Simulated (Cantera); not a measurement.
A perfectly stirred reactor is fed with NH3 : H2 = 1 : 2.1 (molar parts), at 0.500 bar; it is held at 2300 K, and followed from long to short residence time.

Cantera simulation using the gas-phase N/H chemistry of the illustrative SiF4/NH3 mechanism in the Surface Chemkin manual (1991); the numbers are that mechanism's predictions, not measurements. Walls and surfaces, which speed up NH3 decomposition in real reactors, are not modelled.

Predict: x(NH3) at τ = 1.20 s; x(H2) at τ = 1.20 s; x(N) at τ = 1.20 s; x(NH) at τ = 1.20 s; x(NH3) at τ = 0.110 s; x(H2) at τ = 0.110 s; x(N) at τ = 0.110 s; x(NH) at τ = 0.110 s.


| Item | Value |
|---|---|
| x(NH3) at τ = 1.20 s | 0.000779 |
| x(H2) at τ = 1.20 s | 0.866 |
| x(N) at τ = 1.20 s | 6.66e-6 |
| x(NH) at τ = 1.20 s | 1.04e-5 |
| x(NH3) at τ = 0.110 s | 0.00759 |
| x(H2) at τ = 0.110 s | 0.867 |
| x(N) at τ = 0.110 s | 9.68e-6 |
| x(NH) at τ = 0.110 s | 2.85e-5 |
